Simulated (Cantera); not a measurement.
A perfectly stirred reactor is fed with C₂H₆ : H₂ = 1 : 53 (molar parts), at 1.01 bar; it is held at 1750 K, and followed from long to short residence time.

Cantera simulation using GRI-Mech 3.0 (53 species, 325 reactions); the numbers are that mechanism's predictions, not measurements. GRI-Mech 3.0 stops at C3 and has no aromatics, soot or wall deposition, so with more carbon than oxygen in the feed, carbon stays in small species such as C2H2 where larger ones or solid carbon would form.

**Question.** What does this change do: temperature 1750 to 1175 K?

**Answer.** 
```tsv
quantity	before	after
x(C₂H₆) at τ = 0.480 s	1.66e-6	0.00268
x(H₂) at τ = 0.480 s	0.976	0.976
x(H) at τ = 0.480 s	0.000233	2.29e-6
x(C₂H) at τ = 0.480 s	1.99e-8	<1e-12
x(CH₄) at τ = 0.480 s	0.0116	0.0111
x(C₂H₆) at τ = 44.0 ms	9.46e-6	0.00695
x(H₂) at τ = 44.0 ms	0.973	0.980
x(H) at τ = 44.0 ms	0.000260	2.98e-6
x(C₂H) at τ = 44.0 ms	1.80e-8	<1e-12
x(CH₄) at τ = 44.0 ms	0.0162	0.00320
```

**Question.** What does this change do: temperature 1750 to 1373 K?

**Answer.** 
```json
[
 {"quantity": "x(C₂H₆) at τ = 0.480 s", "before": "1.66e-6", "after": "0.000148"},
 {"quantity": "x(H₂) at τ = 0.480 s", "before": "0.976", "after": "0.971"},
 {"quantity": "x(H) at τ = 0.480 s", "before": "0.000233", "after": "1.35e-5"},
 {"quantity": "x(C₂H) at τ = 0.480 s", "before": "1.99e-8", "after": "3.88e-11"},
 {"quantity": "x(CH₄) at τ = 0.480 s", "before": "0.0116", "after": "0.0208"},
 {"quantity": "x(C₂H₆) at τ = 44.0 ms", "before": "9.46e-6", "after": "0.000482"},
 {"quantity": "x(H₂) at τ = 44.0 ms", "before": "0.973", "after": "0.976"},
 {"quantity": "x(H) at τ = 44.0 ms", "before": "0.000260", "after": "2.75e-5"},
 {"quantity": "x(C₂H) at τ = 44.0 ms", "before": "1.80e-8", "after": "9.76e-11"},
 {"quantity": "x(CH₄) at τ = 44.0 ms", "before": "0.0162", "after": "0.0123"}
]
```
